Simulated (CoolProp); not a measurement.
Computed with CoolProp (reference Helmholtz-energy equation of state, Span 1996).

**Question.** Give the vapour pressure (kPa), vapour density (kg/m³), surface tension (mN/m) of saturated carbon dioxide at 254.5 K.

**Answer.** 
```
T (K)  p (kPa)  vapour density (kg/m³)  surface tension (mN/m)
-----  -------  ----------------------  ----------------------
254.5     2050                    54.0                    8.10
```

Surface tension comes from a separate correlation (Mulero 2012).
